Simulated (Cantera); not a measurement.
A perfectly stirred reactor is fed with N2O : H2 : N2 = 1 : 0.003 : 2.5 (molar parts), at 13300 Pa; it is held at 1623 K, and followed from long to short residence time.

Model: GRI-Mech 3.0 (53 species, 325 reactions), integrated in Cantera. GRI-Mech 3.0 was tuned for natural gas; its chemistry of N2O as a main component is partial and can be far from experiment. The temperature is held fixed by assumption; the heat of reaction is taken as removed at once.

Question: What does this change do: pressure from 13300 Pa to 110000 Pa?

Answer: 
```tsv
quantity	before	after
x(N2O) at τ = 0.350 s	0.0238	0.00481
x(H2) at τ = 0.350 s	3.13e-6	9.06e-7
x(HO2) at τ = 0.350 s	6.95e-8	1.17e-7
x(NO2) at τ = 0.350 s	4.43e-5	0.000134
x(H2O2) at τ = 0.350 s	2.80e-10	6.96e-10
x(N2O) at τ = 6.10 ms	0.236	0.114
x(H2) at τ = 6.10 ms	0.000107	1.89e-5
x(HO2) at τ = 6.10 ms	2.37e-6	5.31e-7
x(NO2) at τ = 6.10 ms	5.77e-5	0.000224
x(H2O2) at τ = 6.10 ms	1.60e-9	2.62e-9
```

Question: What does this change do: temperature 1623 to 1323 K?

Answer: 
| quantity | before | after |
|---|---|---|
| x(N2O) at τ = 0.350 s | 0.0238 | 0.224 |
| x(H2) at τ = 0.350 s | 3.13e-6 | 3.49e-5 |
| x(HO2) at τ = 0.350 s | 6.95e-8 | 1.39e-7 |
| x(NO2) at τ = 0.350 s | 4.43e-5 | 5.14e-5 |
| x(H2O2) at τ = 0.350 s | 2.80e-10 | 4.45e-10 |
| x(N2O) at τ = 6.10 ms | 0.236 | 0.284 |
| x(H2) at τ = 6.10 ms | 0.000107 | 0.000547 |
| x(HO2) at τ = 6.10 ms | 2.37e-6 | 3.05e-6 |
| x(NO2) at τ = 6.10 ms | 5.77e-5 | 5.14e-6 |
| x(H2O2) at τ = 6.10 ms | 1.60e-9 | 1.33e-8 |
The mechanism lacks the step 2 NO + O2 → 2 NO2, which can matter for NO2 below about 1400 K.
